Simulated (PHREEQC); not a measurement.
# Alkaline etch or developer: speciation

Consider water at 90 °C with 41 mmol/kgw KOH and 0.032 mmol/kgw Na2SiO3. Closed to the air; pH follows from the charge balance.

All values are PHREEQC results (ion-association model, phreeqc.dat), not measurements.

Each row changes one thing in this solution. This is a speciation only: nothing precipitates in the calculation.

| case | pH | H3SiO4- (mol/kgw) | H2SiO4-2 (mol/kgw) | H4SiO4 (mol/kgw) | SI of Quartz (SiO2) |
|---|---|---|---|---|---|
| as made | 10.92 | 2.67e-5 | 4.89e-6 | 3.71e-7 | -3.23 |
| KOH from 0.041 to 0.41 mol/kgw | 11.81 | 9.32e-6 | … | 1.20e-8 | -4.67 |
| Na2SiO3 from 3.2e-05 to 2.88e-05 mol/kgw | 10.92 | 2.41e-5 | 4.40e-6 | 3.34e-7 | -3.28 |
| KOH left out | 8.19 | 3.08e-6 | … | … | -1.34 |
| temperature from 90 to 25 °C | 12.53 | … | 8.80e-6 | 3.85e-8 | -3.43 |
| diluted 2-fold with water | 10.65 | 1.44e-5 | … | 4.00e-7 | -3.20 |

Task: Fill in the missing entries.

Result: 
- KOH from 0.041 to 0.41 mol/kgw, H2SiO4-2 (mol/kgw): 2.27e-5
- KOH left out, H2SiO4-2 (mol/kgw): 5.94e-10
- KOH left out, H4SiO4 (mol/kgw): 2.89e-5
- temperature from 90 to 25 °C, H3SiO4- (mol/kgw): 2.32e-5
- diluted 2-fold with water, H2SiO4-2 (mol/kgw): 1.22e-6

Away from 25 °C the constants follow the database's enthalpies or fits; those with neither stay at their 25 °C values.
